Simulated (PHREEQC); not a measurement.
Copper plating or etch bath

Consider water at 25 °C with 0.25 mol/kgw Cu(NO3)2, 0.14 mol/kgw H2SO4 and 0.0098 mol/kgw Na2SO4. Closed to the air; pH follows from the charge balance.

The numbers come from PHREEQC with the ion-association model, phreeqc.dat.

Each row changes one thing in this solution. Precipitation was switched off in this run.

| case | pH | ionic strength (mol/kgw) | Cu+2 (mol/kgw) | HSO4- (mol/kgw) | CuSO4 (mol/kgw) | SO4-2 (mol/kgw) |
|---|---|---|---|---|---|---|
| as made | 0.84 | 0.886 | 0.215 | 0.0852 | 0.0354 | 0.0287 |
| Na2SO4 left out | 0.83 | 0.876 | 0.217 | 0.0806 | 0.0331 | [?] |
| Na2SO4 replaced by Na2CO3 at the same molality | 0.86 | 0.876 | 0.215 | 0.0775 | 0.0345 | [?] |
| diluted 5-fold with water | 1.46 | 0.183 | [?] | 0.0127 | 0.00784 | 0.00936 |
| Na2SO4 from 0.0098 to 0.00098 mol/kgw | 0.83 | 0.877 | 0.217 | 0.0810 | [?] | [?] |
| Cu(NO3)2 from 0.25 to 0.225 mol/kgw | 0.84 | 0.814 | 0.192 | 0.0874 | 0.0336 | 0.0283 |

Q: What belongs in the gaps?

A: 
- Na2SO4 left out, SO4-2 (mol/kgw): 0.0263
- Na2SO4 replaced by Na2CO3 at the same molality, SO4-2 (mol/kgw): 0.0276
- diluted 5-fold with water, Cu+2 (mol/kgw): 0.0422
- Na2SO4 from 0.0098 to 0.00098 mol/kgw, CuSO4 (mol/kgw): 0.0333
- Na2SO4 from 0.0098 to 0.00098 mol/kgw, SO4-2 (mol/kgw): 0.0266

The ionic strength passes 0.7 mol/kgw, the rough limit of the ion-association models, in as made; Na2SO4 left out; Na2SO4 replaced by Na2CO3 at the same molality; Na2SO4 from 0.0098 to 0.00098 mol/kgw; Cu(NO3)2 from 0.25 to 0.225 mol/kgw. Complexes and solids missing from the database can't appear.
